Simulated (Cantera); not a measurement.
A perfectly stirred reactor is fed with 14.4 % CH₄, 18.0 % O₂, 67.6 % N₂, equivalence ratio 1.6, at 13.0 bar; it is adiabatic with a 700 K inlet, and is followed from long to short residence time, starting on the burning branch (τ in s: 0.15, 0.064, 0.028, 0.012, 0.0052, 0.0022, 0.00096, 0.00042, 0.00018, 7.8e-05).

Computed with Cantera and GRI-Mech 3.0 (53 species, 325 reactions). The pressure lies above the range GRI-Mech 3.0 was tuned for (to about 10 atm).

Task: Predict: blow-out, bracketed by the residence times tried; x(CH₄) at τ = 0.150 s; x(O₂) at τ = 0.150 s; x(C₂H₂) at τ = 0.150 s; x(CO₂) at τ = 0.150 s; x(C₂H₄) at τ = 0.150 s; x(CH₄) at τ = 2.20 ms; x(O₂) at τ = 2.20 ms; x(C₂H₂) at τ = 2.20 ms; x(CO₂) at τ = 2.20 ms; x(C₂H₄) at τ = 2.20 ms.

Result: 
```
Item                                                                              Result
------------------------------------------------  --------------------------------------
blow-out, bracketed by the residence times tried  burning at 78.0 µs, the shortest tried
x(CH₄) at τ = 0.150 s                                                           0.000253
x(O₂) at τ = 0.150 s                                                             1.36e-5
x(C₂H₂) at τ = 0.150 s                                                           1.30e-5
x(CO₂) at τ = 0.150 s                                                             0.0325
x(C₂H₄) at τ = 0.150 s                                                           1.36e-7
x(CH₄) at τ = 2.20 ms                                                            0.00431
x(O₂) at τ = 2.20 ms                                                            0.000743
x(C₂H₂) at τ = 2.20 ms                                                           0.00244
x(CO₂) at τ = 2.20 ms                                                             0.0349
x(C₂H₄) at τ = 2.20 ms                                                           4.38e-5
```
